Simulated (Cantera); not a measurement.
Cantera run, input and output.

```python
import numpy as np
import cantera as ct

gas = ct.Solution("gri30.yaml")


def delay(T, t_max=10):
    gas.TPX = T, 3500000, {'C3H8': 1, 'O2': 3.33, 'N2': 12.5, 'H2O': 1.1}
    reactor = ct.IdealGasConstPressureReactor(gas, clone=False)
    net = ct.ReactorNet([reactor])
    net.rtol, net.atol = 1e-8, 1e-16
    while net.time < t_max:
        t_old, T_old = net.time, reactor.T
        net.step()
        if reactor.T > T + 400:  # ignition: a rise of 400 K
            return t_old + (T + 400 - T_old) / (reactor.T - T_old) * (net.time - t_old)
    return np.nan


taus = []
for T in [1100, 1200, 1300, 1400, 1500, 1600, 1700, 1800, 1900]:
    taus.append(delay(T))
    print(f"T0 = {T:6g} K   tau = {taus[-1]:.4e} s")
```

Output:

```
T0 =   1100 K   tau = 3.3357e-03 s
T0 =   1200 K   tau = 6.2583e-04 s
T0 =   1300 K   tau = 1.3309e-04 s
T0 =   1400 K   tau = 3.3185e-05 s
T0 =   1500 K   tau = 1.0124e-05 s
T0 =   1600 K   tau = 3.8202e-06 s
T0 =   1700 K   tau = 1.7472e-06 s
T0 =   1800 K   tau = 9.3754e-07 s
T0 =   1900 K   tau = 5.7124e-07 s
```

Computed with Cantera and GRI-Mech 3.0 (53 species, 325 reactions). GRI-Mech 3.0 was tuned for natural gas; its chemistry of propane as a main component is partial and can be far from experiment. The pressure lies above the range GRI-Mech 3.0 was tuned for (to about 10 atm).
